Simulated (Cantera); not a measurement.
Feed: 1 mol Ti(OiPr)4, 8.1 mol H2O, at 10.0 mbar.

Cantera equilibrium calculation (NASA polynomials, part measured and part estimated; ideal gas, pure solids and liquids). Candidate condensed phases: C, C6H6, C7H8, C8H18, H2O, Ti, TiC, TiO, TiO2, Ti2O3, Ti3O5, Ti4O7; 113 gas species. The feed counts by its element totals alone. Mutual solubility and eutectic melting of coexisting phases are not modelled. TiC, TiO: taken at fixed stoichiometry. Condensed phases not in the tables: solid solutions among these carbides, nitrides and lower oxides. Equilibrium is a limit: real reactors are often held back by kinetics, nucleation or transport.

x: gas mole fraction; n: condensed amount in mol.

```
T (°C)   x H2   x CO         x H       x H2O       x CH4  n TiC(s)  n Ti3O5(s)  n Ti2O3(s)  n TiO(s)
------  -----  -----  ----------  ----------  ----------  --------  ----------  ----------  --------
975     0.659  0.341     3.79e-6     3.75e-5     4.46e-5     0.588       0.137           0         0
1075    0.659  0.341     1.88e-5     4.38e-5     7.58e-6     0.561           0       0.220         0
1175    0.659  0.341  (withheld)  (withheld)  (withheld)     0.561           0       0.220         0
1275    0.659  0.341  (withheld)  (withheld)  (withheld)     0.561           0       0.220         0
1375    0.658  0.341    0.000723     5.97e-5     1.42e-7     0.561           0       0.220         0
1475    0.657  0.341     0.00185     6.42e-5     5.16e-8     0.561           0       0.220         0
1575    0.653  0.342     0.00429     6.54e-5     2.17e-8     0.451           0           0     0.549
1675    0.649  0.342     0.00910     5.97e-5     1.11e-8     0.451           0           0     0.548
```

Q: Fill in the missing entries.

A: 
- 1275, x H: 0.000250
- 1275, x H2O: 5.48e-5
- 1275, x CH4: 4.48e-7
- 1175, x H: 7.48e-5
- 1175, x H2O: 4.95e-5
- 1175, x CH4: 1.67e-6
